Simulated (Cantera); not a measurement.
A freely propagating, adiabatic, planar premixed flame of 22.4 % H2, 16.3 % O2, 61.3 % N2, unburnt at 325 K and 0.276 atm; mixture-averaged transport, grid criteria slope 0.08 and curve 0.16, no radiation.

Detailed kinetics in Cantera: the H2/O2 subset of GRI-Mech 3.0, which has no nitrogen chemistry. Burning velocities carry a grid error of a few per cent, more on coarse grids. Lean hydrogen flames are cellular in practice and burn faster than this planar one.

### Question
Predict: laminar burning velocity; thermal thickness; peak x(H); peak x(OH); peak x(HO2); peak x(H2O2).

### Answer
```json
{
  "laminar_burning_velocity": "156 cm/s",
  "thermal_thickness": "1.76 mm",
  "peak x(H)": "0.0291",
  "peak x(OH)": "0.0107",
  "peak x(HO2)": "0.000206",
  "peak x(H2O2)": "5.44e-5"
}
```
